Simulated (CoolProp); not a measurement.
Saturation properties of decamethylcyclopentasiloxane (D5).

Model: reference Helmholtz-energy equation of state, Thol 2019, in CoolProp.

| T (°C) | p (MPa) | vapour density (kg/m³) | enthalpy of vaporisation (kJ/kg) | liquid cp (kJ/(kg K)) |
|---|---|---|---|---|
| 105.45 | 0.003223 | 0.3822 | 145.5 | 1.814 |
| 109.65 | 0.003892 | 0.4570 | 144.1 | 1.821 |
| 113.85 | … | 0.5435 | 142.7 | 1.828 |
| 118.05 | 0.005580 | 0.6429 | 141.3 | 1.834 |
| 122.25 | 0.006630 | 0.7569 | 139.9 | 1.841 |
| 126.45 | 0.007837 | … | 138.5 | 1.848 |
| 130.65 | 0.009220 | 1.034 | 137.1 | 1.855 |
| 134.85 | 0.01080 | 1.201 | 135.7 | 1.862 |
| 139.05 | 0.01259 | 1.389 | 134.3 | 1.869 |
| 143.25 | 0.01461 | 1.600 | 133.0 | … |
| 147.55 | 0.01695 | 1.842 | 131.5 | 1.883 |
| 151.75 | 0.01952 | 2.107 | 130.2 | 1.891 |
| 155.95 | 0.02240 | 2.400 | … | 1.898 |

Task: Fill in the missing entries.

Result: 
- 113.85, p (MPa): 0.004673
- 126.45, vapour density (kg/m³): 0.8868
- 143.25, liquid cp (kJ/(kg K)): 1.876
- 155.95, enthalpy of vaporisation (kJ/kg): 128.8

It boils at 210.9 °C under 1 atm.
